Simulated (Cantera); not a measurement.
Input: 1 mol Fe3O4, 19 mol CO, 2.2 mol N2, equilibrated at 5.40 bar.

Cantera equilibrium calculation (NASA polynomials, part measured and part estimated; ideal gas, pure solids and liquids). Candidate condensed phases: C, Fe, Fe(CO)5, FeO, Fe2O3, Fe3O4; 27 gas species. Each liquid is taken as pure. Mutual solubility and eutectic melting of coexisting phases are not modelled. The tables' stoichiometric FeO is somewhat more stable than real wüstite, so its field is too wide. FeO: taken at fixed stoichiometry. Rates play no part.

x: gas mole fraction; n: condensed amount in mol.

| T (K) | x CO | x CO2 | x N2 | x Fe | x FeO | x NO | n Fe(γ) | n FeO(s) | n Fe(δ) | n FeO(l) | n Fe(l) |
|---|---|---|---|---|---|---|---|---|---|---|---|
| 1498 | 0.771 | 0.125 | 0.104 | (withheld) | 4.39e-11 | 3.18e-10 | 1.65 | 1.35 | 0 | 0 | 0 |
| 1548 | 0.775 | 0.122 | 0.104 | (withheld) | 1.59e-10 | 8.08e-10 | 1.58 | 1.42 | 0 | 0 | 0 |
| 1598 | 0.778 | 0.119 | 0.104 | (withheld) | 5.30e-10 | 1.94e-9 | 1.51 | 1.49 | 0 | 0 | 0 |
| 1648 | 0.780 | 0.116 | 0.104 | (withheld) | 1.63e-9 | 4.40e-9 | 1.45 | 1.55 | 0 | 0 | 0 |
| 1698 | 0.788 | 0.108 | 0.104 | (withheld) | 4.48e-9 | 9.06e-9 | 0 | 0 | 1.30 | 1.70 | 0 |
| 1748 | 0.795 | 0.102 | 0.104 | (withheld) | 1.15e-8 | 1.79e-8 | 0 | 0 | 1.16 | 1.84 | 0 |
| 1798 | 0.801 | 0.0957 | 0.104 | (withheld) | 2.80e-8 | 3.39e-8 | 0 | 0 | 1.03 | 1.97 | 0 |
| 1848 | 0.804 | 0.0918 | 0.104 | (withheld) | 6.49e-8 | 6.33e-8 | 0 | 0 | 0 | 2.05 | 0.947 |
| 1898 | 0.807 | 0.0888 | 0.104 | (withheld) | 1.43e-7 | 1.15e-7 | 0 | 0 | 0 | 2.12 | 0.881 |
| 1948 | 0.810 | 0.0859 | 0.104 | (withheld) | 3.03e-7 | 2.02e-7 | 0 | 0 | 0 | 2.18 | 0.821 |
| 1998 | 0.813 | 0.0834 | 0.104 | (withheld) | 6.15e-7 | 3.46e-7 | 0 | 0 | 0 | 2.23 | 0.766 |

Q: Some entries are withheld; supply them.

A: 
- 1498, x Fe: 2.66e-8
- 1548, x Fe: 7.46e-8
- 1598, x Fe: 1.96e-7
- 1648, x Fe: 4.83e-7
- 1698, x Fe: 1.13e-6
- 1748, x Fe: 2.50e-6
- 1798, x Fe: 5.30e-6
- 1848, x Fe: 1.06e-5
- 1898, x Fe: 2.01e-5
- 1948, x Fe: 3.70e-5
- 1998, x Fe: 6.60e-5
